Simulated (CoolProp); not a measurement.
Vapour-liquid equilibrium of dimethyl ether (1) + R227EA (2) at 0.0123 bar; x and y are mole fractions of (1).

Model: multi-fluid Helmholtz-energy mixture model, Wu 2011 and Lemmon 2016; pair parameters Bell 2016, in CoolProp.

```tsv
x	bubble temperature (K)	y at the bubble point	dew temperature at overall composition x (K)	liquid density (mol/L)
0.05	187.9	0.010	189.0	10.62
0.2	189.9	0.127	190.2	11.42
0.35	190.1	0.428	190.3	12.31
0.5	187.7	0.740	189.8	13.35
0.65	184.3	0.903	188.7	14.53
0.8	181.6	0.968	186.7	15.85
0.95	179.7	0.995	182.6	17.35
```

y crosses x between x = 0.2 and 0.35: the model has an azeotrope there.

The pair parameters rest on a limited set of measurements; away from them the model extrapolates.
